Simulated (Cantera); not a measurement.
# Calcination and drying: CsOH + H₂

Input: 1 mol CsOH, 0.38 mol H₂, at 0.0360 bar.

Method: chemical equilibrium by Gibbs-energy minimisation in Cantera with the NASA 1993 tables (ideal gas, pure condensed phases). Candidate condensed phases: Cs, CsOH, H₂O; 15 gas species. The numbers say what is thermodynamically allowed, not how fast it happens.

```
T (K)  x CsOH   x Cs  x H₂O    x H₂       x H
-----  ------  -----  -----  ------  --------
1500    0.458  0.195  0.195   0.151   3.60e-5
1550    0.439  0.210  0.210   0.142   6.25e-5
1600    0.420  0.223  0.223   0.133  0.000104
1650    0.402  0.236  0.236   0.124  0.000169
1700    0.386  0.249  0.249   0.117  0.000265
1750    0.370  0.260  0.260   0.109  0.000405
1800    0.355  0.271  0.271   0.102  0.000603
1850    0.341  0.282  0.281  0.0953  0.000876
1900    0.327  0.291  0.291  0.0890   0.00125
1950    0.315  0.300  0.300  0.0831   0.00174
2000    0.303  0.308  0.307  0.0776   0.00239
2050    0.292  0.316  0.315  0.0724   0.00322
```
x: gas mole fraction; nothing condenses.

From 1500 K to 2050 K nothing is condensed. The main Cs-bearing gas is CsOH at 1500 K and Cs at 2050 K.
